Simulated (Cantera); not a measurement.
# NO annealing gas

An isothermal, constant-pressure homogeneous reactor starts with NO : N₂ = 1 : 7.2 (molar parts), at 2175 K and 34000 Pa.

Model: GRI-Mech 3.0 (53 species, 325 reactions), integrated in Cantera.

```json
[
 {"t (s)": "9.00e-6", "x NO": "0.122", "x N₂O": "1.68e-7", "x O₂": "1.05e-10", "x NO₂": "6.58e-10", "x N₂": "0.878", "x O": "1.71e-7"},
 {"t (s)": "5.59e-5", "x NO": "0.122", "x N₂O": "9.89e-7", "x O₂": "4.16e-9", "x NO₂": "2.03e-8", "x N₂": "0.878", "x O": "1.10e-6"},
 {"t (s)": "0.000347", "x NO": "0.122", "x N₂O": "4.45e-6", "x O₂": "1.88e-7", "x NO₂": "3.48e-7", "x N₂": "0.878", "x O": "8.33e-6"},
 {"t (s)": "0.00216", "x NO": "0.122", "x N₂O": "7.73e-6", "x O₂": "1.07e-5", "x NO₂": "3.30e-6", "x N₂": "0.878", "x O": "6.78e-5"},
 {"t (s)": "0.0134", "x NO": "0.121", "x N₂O": "7.45e-6", "x O₂": "0.000402", "x NO₂": "1.06e-5", "x N₂": "0.878", "x O": "0.000225"},
 {"t (s)": "0.0834", "x NO": "0.113", "x N₂O": "6.45e-6", "x O₂": "0.00412", "x NO₂": "1.50e-5", "x N₂": "0.882", "x O": "0.000332"},
 {"t (s)": "0.518", "x NO": "0.0624", "x N₂O": "1.97e-6", "x O₂": "0.0294", "x NO₂": "1.82e-5", "x N₂": "0.908", "x O": "0.000700"},
 {"t (s)": "3.22", "x NO": "0.00714", "x N₂O": "2.42e-7", "x O₂": "0.0569", "x NO₂": "2.85e-6", "x N₂": "0.935", "x O": "0.000948"},
 {"t (s)": "20.0", "x NO": "0.00680", "x N₂O": "2.40e-7", "x O₂": "0.0571", "x NO₂": "2.72e-6", "x N₂": "0.935", "x O": "0.000949"}
]
```
x: mole fraction; the columns are a selection and need not sum to one.

Equilibrium at this temperature and pressure: NO 0.00680, N₂O 2.40e-7, O₂ 0.0571, NO₂ 2.72e-6, N₂ 0.935, O 0.000949 (gas phase only).
